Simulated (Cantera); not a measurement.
# Catalytic stagnation flow on Pt

A jet of 1.92 % CH4, 13.9 % O2, 84.2 % N2, equivalence ratio 0.28 at 300 K and 165 Torr hits a platinum plate 2.6 cm away at a mass flux of 0.13 kg/m²/s; the plate temperature is set and raised in steps from an oxygen-covered start.

Cantera simulation using Deutschmann's 1995 Pt surface mechanism with GRI-Mech 3.0 gas chemistry; the numbers are that mechanism's predictions, not measurements. Catalytic surfaces can have several steady states; this one follows from the mechanism file's or the stated starting coverage.

```csv
plate T (K),wall x CH4,wall x O2,wall x H2O,wall x OH,wall x CO,wall x CO2,θ free Pt,θ O*,θ OH*
900,0.0145,0.129,0.00874,1.47e-8,4.77e-6,0.00572,0.151,0.847,0.00105
950,0.0115,0.122,0.0142,4.95e-8,5.22e-6,0.00934,0.210,0.789,0.00124
1000,0.00883,0.117,0.0192,1.41e-7,5.36e-6,0.0126,0.273,0.726,0.00131
1050,0.00671,0.112,0.0231,3.49e-7,5.37e-6,0.0152,0.337,0.661,0.00129
1100,0.00519,0.109,0.0258,7.79e-7,5.39e-6,0.0170,0.401,0.597,0.00121
1150,0.00410,0.107,0.0278,1.59e-6,5.49e-6,0.0183,0.464,0.535,0.00111
1200,0.00333,0.105,0.0291,3.02e-6,5.71e-6,0.0191,0.524,0.475,0.000999
1250,0.00275,0.104,0.0299,5.38e-6,6.14e-6,0.0197,0.581,0.418,0.000889
```
x: mole fraction at the wall; θ: surface coverage.
